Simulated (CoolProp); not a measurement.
Aqueous propylene glycol as a coolant, 45 % by mass, freezing at -25.8 °C, 1 atm.

The numbers come from the Melinder's fits for secondary coolants in CoolProp.

| T (°C) | viscosity (mPa s) | cp (kJ/(kg K)) | conductivity (W/(m K)) | density (kg/m³) |
|---|---|---|---|---|
| -0.3 | 15.5 | 3.549 | 0.368 | 1047 |
| 4.2 | 11.8 | 3.565 | 0.371 | 1045 |
| 8.6 | 9.27 | 3.581 | 0.373 | 1043 |
| 13 | 7.38 | 3.596 | 0.376 | 1040 |
| 17.4 | 5.97 | 3.612 | 0.378 | 1038 |
| 21.8 | 4.91 | 3.627 | 0.380 | 1035 |
| 26.2 | 4.09 | 3.643 | 0.383 | 1032 |
| 30.6 | 3.45 | 3.658 | 0.385 | 1029 |
| 35 | 2.95 | 3.674 | 0.388 | 1026 |
| 39.5 | 2.54 | 3.689 | 0.391 | 1023 |
